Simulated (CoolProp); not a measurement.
Properties of R141b along the isotherm 438.6 K (Tc = 477.5 K, pc = 4212 kPa, ω = 0.220).

Model: reference Helmholtz-energy equation of state, Lemmon 2006, in CoolProp. It is a short technical equation, of lower accuracy than the large ones.

```tsv
p (kPa)	phase	speed of sound (m/s)	Joule-Thomson coefficient (K/MPa)	viscosity (µPa s)	Prandtl number
2630	liquid	313.1	0.8981	99.4	2.74
5260	liquid	369.6	0.4871	111	2.70
7900	liquid	412.2	0.2765	121	2.71
10500	liquid	447.0	0.1455	130	2.73
13200	liquid	478.3	0.05027	138	2.77
15800	liquid	505.1	-0.01811	145	2.80
18400	liquid	529.6	-0.07167	152	2.84
21100	liquid	552.9	-0.1164	159	2.88
23700	liquid	573.8	-0.1519	166	2.91
26300	liquid	593.3	-0.1819	172	2.95
29000	liquid	612.5	-0.2084	178	2.98
31600	liquid	630.0	-0.2304	184	3.02
34200	liquid	646.6	-0.2497	190	3.05
36900	liquid	663.1	-0.2673	196	3.09
39500	liquid	678.4	-0.2824	202	3.13
42100	liquid	693.0	-0.2959	208	3.16
```

Viscosity comes from a separate model (Huber 2003), an estimate that may be off by 10 % or more. Thermal conductivity comes from a separate model (Huber 2003), an estimate that may be off by 10 % or more.
